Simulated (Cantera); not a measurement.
**Carbothermic reduction: Fe2O3 + CO + N2**

Feed: 1 mol Fe2O3, 3.7 mol CO, 5.8 mol N2, at 1.30 bar.

These are equilibrium values from Cantera (NASA tables, ideal gas, pure condensed phases), not measurements of a reactor. Candidate condensed phases: C, Fe, Fe(CO)5, FeO, Fe2O3, Fe3O4; 27 gas species. The tables' stoichiometric FeO is somewhat more stable than real wüstite, so its field is too wide. FeO: taken at fixed stoichiometry. Kinetics and transport are ignored.

| T (K) | x N2 | x CO | x CO2 | x Fe | x FeO | x NO | x O | x O2 | n FeO(s) | n FeO(l) |
|---|---|---|---|---|---|---|---|---|---|---|
| 1248 | 0.611 | 0.284 | 0.105 | 9.38e-11 | <1e-12 | 8.97e-12 | <1e-12 | <1e-12 | 2.00 | 0 |
| 1348 | 0.611 | 0.284 | 0.105 | 1.52e-9 | 2.12e-12 | 1.29e-10 | <1e-12 | <1e-12 | 2.00 | 0 |
| 1448 | 0.611 | 0.284 | 0.105 | 1.66e-8 | 4.60e-11 | 1.28e-9 | 1.21e-12 | <1e-12 | 2.00 | 0 |
| 1548 | 0.611 | 0.284 | 0.105 | 1.31e-7 | 6.61e-10 | 9.42e-9 | 2.14e-11 | 1.02e-11 | 2.00 | 0 |
| 1648 | 0.611 | 0.284 | 0.105 | 8.04e-7 | 6.79e-9 | 5.43e-8 | 2.65e-10 | 1.43e-10 | 2.00 | 0 |
| 1748 | 0.611 | 0.284 | 0.105 | 3.59e-6 | 4.78e-8 | 2.55e-7 | 2.47e-9 | 1.47e-9 | 0 | 2.00 |
| 1848 | 0.611 | 0.284 | 0.105 | 1.35e-5 | 2.69e-7 | 1.01e-6 | 1.80e-8 | 1.18e-8 | 0 | 2.00 |
| 1948 | 0.610 | 0.284 | 0.105 | 4.41e-5 | 1.26e-6 | 3.49e-6 | 1.07e-7 | 7.57e-8 | 0 | 2.00 |
| 2048 | 0.610 | 0.284 | 0.105 | 0.000127 | 5.00e-6 | 1.06e-5 | 5.35e-7 | 4.05e-7 | 0 | 2.00 |
| 2148 | 0.610 | 0.284 | 0.106 | 0.000330 | 1.74e-5 | 2.93e-5 | 2.30e-6 | 1.85e-6 | 0 | 2.00 |
| 2248 | 0.610 | 0.283 | 0.106 | 0.000779 | 5.35e-5 | 7.36e-5 | 8.72e-6 | 7.44e-6 | 0 | 1.99 |
| 2348 | 0.609 | 0.282 | 0.106 | 0.00170 | 0.000149 | 0.000172 | 2.96e-5 | 2.67e-5 | 0 | 1.98 |
| 2448 | 0.608 | 0.280 | 0.108 | 0.00342 | 0.000379 | 0.000376 | 9.17e-5 | 8.78e-5 | 0 | 1.96 |
x: gas mole fraction; n: condensed amount in mol.

From 1248 K to 1648 K the condensed part is FeO(s). From 1748 K to 2448 K the condensed part is FeO(l).
